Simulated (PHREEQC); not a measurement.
Solution (20 °C): 0.01 mol K2CO3 and 0.00017 mol H3BO3 per kg of water. Closed to the air; pH follows from the charge balance.

Computed with PHREEQC (ion-association model, phreeqc.dat).

```
quantity                  before    after
------------------------  ------  -------
pH                         11.07     6.51
ionic strength (mol/kgw)  0.0289  3.10e-7
```

Question: Which change was made?
A. H3BO3 left out
B. K2CO3 from 0.01 to 0.015 mol/kgw
C. K2CO3 left out
D. temperature from 20 to 50 °C
E. diluted 5-fold with water

Answer: C, K2CO3 left out

Precipitation was switched off in this run.
